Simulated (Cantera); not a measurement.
A closed system holds: 1 mol S, 0.049 mol H2O, 0.18 mol H2, equilibrated at 750 K and 1330 Pa.

Cantera equilibrium calculation (NASA polynomials, part measured and part estimated; ideal gas, pure solids and liquids). Candidate condensed phases: H2O, H2SO4, S; 19 gas species. Gases not in the tables: S3 to S7. The numbers say what is thermodynamically allowed, not how fast it happens.

Base state: S2 0.628, H2S 0.293, H2O 0.0698, S8 0.00426, SO2 0.00353, S2O 0.000972, H2 0.000657 (mole fractions); condensed: gas only.

What changes in the equilibrium state with this change: temperature from 750 K to 1750 K?


```json
[
 {"species": "S2", "before": "0.628", "after": "0.662"},
 {"species": "H2", "before": "0.000657", "after": "0.228"},
 {"species": "H2O", "before": "0.0698", "after": "0.0530"},
 {"species": "H2S", "before": "0.293", "after": "0.0275"},
 {"species": "SH", "before": "8.31e-7", "after": "0.0147"},
 {"species": "S8", "before": "0.00426", "after": "<1e-9"},
 {"species": "S", "before": "<1e-9", "after": "0.00345"}
]
```

What changes in the equilibrium state with this change: pressure from 1330 Pa to 360 Pa?


```
species    before     after
-------  --------  --------
S2          0.628     0.639
H2S         0.293     0.286
H2O        0.0698    0.0720
S8        0.00426   8.98e-5
H2       0.000657   0.00122
S2O      0.000972  0.000549
```
